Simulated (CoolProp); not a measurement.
Properties of ethanol along the isobar 4.34 MPa (Tc = 514.7 K, pc = 6.268 MPa, ω = 0.644).

Values from CoolProp's reference Helmholtz-energy equation of state, Schroeder 2014.

| T (K) | phase | expansivity (1/kK) | viscosity (µPa s) |
|---|---|---|---|
| 206 | liquid | 1.014 | 11900 |
| 236.1 | liquid | ___ | 4670 |
| 266.1 | liquid | ___ | 2180 |
| 296.2 | liquid | 1.059 | 1150 |
| 326.2 | liquid | 1.152 | 675 |
| 356.3 | liquid | ___ | ___ |
| 386.4 | liquid | ___ | 284 |
| 416.4 | liquid | 2.102 | ___ |
| 446.5 | liquid | 2.905 | 135 |
| 476.5 | liquid | 4.785 | 91.5 |
| 506.6 | gas | ___ | ___ |
| 536.7 | gas | 4.905 | 17.0 |

Some entries are withheld; supply them.


- 236.1, expansivity (1/kK): 1.004
- 266.1, expansivity (1/kK): 1.017
- 356.3, expansivity (1/kK): 1.320
- 356.3, viscosity (µPa s): 426
- 386.4, expansivity (1/kK): 1.611
- 416.4, viscosity (µPa s): 195
- 506.6, expansivity (1/kK): 9.161
- 506.6, viscosity (µPa s): 16.4

Viscosity comes from a separate model (Kiselev 2005).
